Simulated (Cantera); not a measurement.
A closed system holds: 1 mol (CH3)2SiCl2, 13 mol H2, 0.14 mol C2H2, at 8.20 mbar.

Equilibrium computed with Cantera from the NASA thermochemical tables; the gas is ideal and each condensed phase is pure. Candidate condensed phases: C, C6H6, C7H8, C8H18, Si, SiC; 109 gas species. The feed counts by its element totals alone. The tables' values for SiCl are old estimates; treat these amounts as uncertain. Gases not in the tables: Si2H6 and higher silanes. The numbers say what is thermodynamically allowed, not how fast it happens.

x: gas mole fraction; n: condensed amount in mol.

```tsv
T (K)	x H2	x H	x HCl	x Si	x Cl	n C(graphite)	n SiC(s)
1823	0.880	0.00449	0.114	1.44e-5	0.000442	1.29	0.979
1898	0.877	0.00808	0.112	5.52e-5	0.000782	1.30	0.973
1973	0.871	0.0139	0.111	0.000191	0.00132	1.30	0.965
2048	0.862	(withheld)	0.109	(withheld)	(withheld)	1.30	0.950
2123	0.848	0.0365	0.106	0.00174	0.00334	1.31	0.917
2198	0.826	(withheld)	0.102	(withheld)	(withheld)	1.35	(withheld)
2273	0.793	0.0826	0.0958	0.0119	0.00721	1.45	0.645
2348	0.740	0.117	0.0875	0.0282	0.00994	1.73	0.165
2423	0.688	0.162	0.0822	0.0346	0.0138	1.74	0
```

Q: Fill in the missing entries.

A: 
- 2198, x H: 0.0559
- 2198, x Si: 0.00470
- 2198, x Cl: 0.00501
- 2198, n SiC(s): 0.838
- 2048, x H: 0.0230
- 2048, x Si: 0.000601
- 2048, x Cl: 0.00214
